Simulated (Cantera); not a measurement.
**Equilibrium for silicon etching in halogen gases: Si + Cl2 + F2**

Input: 1 mol Si, 6.1 mol Cl2, 2.8 mol F2, at 9.00 mbar.

Equilibrium computed with Cantera from the NASA thermochemical tables; the gas is ideal and each condensed phase is pure. Candidate condensed phases: Si; 17 gas species. The numbers say what is thermodynamically allowed, not how fast it happens.

| T (K) | x Cl2 | x Cl | x ClF | x SiF4 | x F | x F2 |
|---|---|---|---|---|---|---|
| 525 | 0.671 | 5.05e-9 | 0.203 | 0.127 | 1.98e-10 | 1.83e-12 |
| 675 | 0.671 | 2.61e-6 | 0.203 | 0.127 | 1.59e-7 | 3.09e-10 |
| 825 | 0.671 | 0.000142 | 0.203 | 0.127 | 1.15e-5 | 8.12e-9 |
| 975 | 0.669 | 0.00228 | 0.202 | 0.126 | 0.000224 | 7.80e-8 |
| 1125 | 0.657 | 0.0175 | 0.199 | 0.125 | 0.00198 | 4.04e-7 |
| 1275 | 0.605 | 0.0810 | 0.183 | 0.121 | 0.0102 | 1.33e-6 |
| 1425 | 0.469 | 0.248 | 0.141 | 0.109 | 0.0335 | 2.75e-6 |
| 1575 | 0.259 | 0.507 | 0.0742 | 0.0901 | 0.0699 | 3.13e-6 |
x: gas mole fraction; nothing condenses.

From 525 K to 1575 K nothing is condensed. The main Si-bearing gas is SiF4 throughout.
